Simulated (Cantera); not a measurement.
A Cantera script and what it prints.

```python
import numpy as np
import cantera as ct

gas_names = """
    Electron H H+ H- HI H2 H2+ H2- I I2
""".split()
cond_names = """
    I2(cr) I2(L)
""".split()


# ... load() reads the species with a 1 bar reference pressure and builds the phases ...
atoms = {
    'HI': {'H': 1, 'I': 1},
    'H2': {'H': 2},
}
top_T = {}  # K; cautious upper limits of use, not melting points


# ... equilibrate(T, P, feed) seeds the gas with the atoms and calls Mixture.equilibrate('TP', solver="vcs", rtol=1e-11, max_steps=5000) ...
results = []
feed = {'HI': 1, 'H2': 0.56}  # mol
P = 2000000  # Pa
for T in [2500, 3000, 3500, 4000, 4500, 5000]:
    mix = equilibrate(T, P, feed)
    results.append((T, P, feed, dict(zip(mix.species_names, mix.species_moles))))
    x = sorted(zip(gas.X, gas.species_names), reverse=True)
    print(f"T = {T:g} K  P = {P:g} Pa  gas = {mix.phase_moles(0):.4g} mol")
    print("   x: " + "  ".join(f"{s} {v:.3e}" for v, s in x if v > 1e-06))
    print("   condensed (mol): " + ("  ".join(f"{mix.phase(i).name} {mix.phase_moles(i):.4g}"
          for i in range(1, mix.n_phases) if mix.phase_moles(i) > 1e-12) or "none"))
```

Output:

```
T = 2500 K  P = 2e+06 Pa  gas = 1.856 mol
   x: H2 4.662e-01  I 3.154e-01  HI 2.058e-01  I2 8.719e-03  H 3.839e-03
   condensed (mol): none
T = 3000 K  P = 2e+06 Pa  gas = 1.956 mol
   x: H2 4.681e-01  I 3.805e-01  HI 1.237e-01  H 2.416e-02  I2 3.566e-03
   condensed (mol): none
T = 3500 K  P = 2e+06 Pa  gas = 2.068 mol
   x: H2 4.313e-01  I 4.044e-01  H 8.672e-02  HI 7.598e-02  I2 1.613e-03
   condensed (mol): none
T = 4000 K  P = 2e+06 Pa  gas = 2.242 mol
   x: I 3.989e-01  H2 3.453e-01  H 2.094e-01  HI 4.553e-02  I2 7.834e-04
   condensed (mol): none
T = 4500 K  P = 2e+06 Pa  gas = 2.487 mol
   x: I 3.757e-01  H 3.697e-01  H2 2.286e-01  HI 2.566e-02  I2 4.006e-04
   condensed (mol): none
T = 5000 K  P = 2e+06 Pa  gas = 2.738 mol
   x: H 5.095e-01  I 3.510e-01  H2 1.255e-01  HI 1.382e-02  I2 2.228e-04
   condensed (mol): none
```

Equilibrium computed with Cantera from the NASA thermochemical tables; the gas is ideal and each condensed phase is pure.
